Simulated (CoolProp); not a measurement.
Isobutane at 387.4 K and 4.23 MPa flows at 1.7 m/s in a round tube of 2 mm bore and 0.25 µm roughness, fully developed (64/Re and Nu = 3.66 if laminar; Colebrook and Gnielinski if turbulent). Each further row changes one setting.

Model: reference Helmholtz-energy equation of state, Bücker 2006, in CoolProp.

```
case              Reynolds number  Darcy friction factor  pressure drop (Pa/m)  heat-transfer coefficient (W/(m² K))  mass flow (kg/h)
----------------  ---------------  ---------------------  --------------------  ------------------------------------  ----------------
as stated                   22200                 0.0255                  7700                                     ?                 ?
velocity 3.4 m/s            44500                 0.0219                 26400                                  7090              16.1
diameter 4 mm               44500                      ?                  3270                                  3520              32.1
```

Task: Some entries are withheld; supply them.

Result: 
- as stated, heat-transfer coefficient (W/(m² K)): 3900
- as stated, mass flow (kg/h): 8.03
- diameter 4 mm, Darcy friction factor: 0.0217

Viscosity comes from a separate model (Vogel 2000). Thermal conductivity comes from a separate model (Perkins 2002).
